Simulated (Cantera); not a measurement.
Feed: 1 mol PbCl2, 1.3 mol H2, equilibrated at 1500 K and 3.00 mbar.

These are equilibrium values from Cantera (NASA tables, ideal gas, pure condensed phases), not measurements of a reactor. Candidate condensed phases: Pb, PbCl2; 10 gas species. Equilibrium is a limit: real reactors are often held back by kinetics, nucleation or transport.

### Question
What is the equilibrium state?

### Answer
```
Quantity                             Result
--------------------------------  ---------
x(HCl)                                0.482
x(H2)                                 0.188
x(Pb)                                 0.167
x(PbCl)                               0.148
x(PbCl2)                             0.0152
x(Cl)                              0.000288
x(H)                               0.000139
x(Pb2)                              1.43e-6
gas amount                        3.031 mol
log10 activity of Pb(l) (absent)      -1.69
```
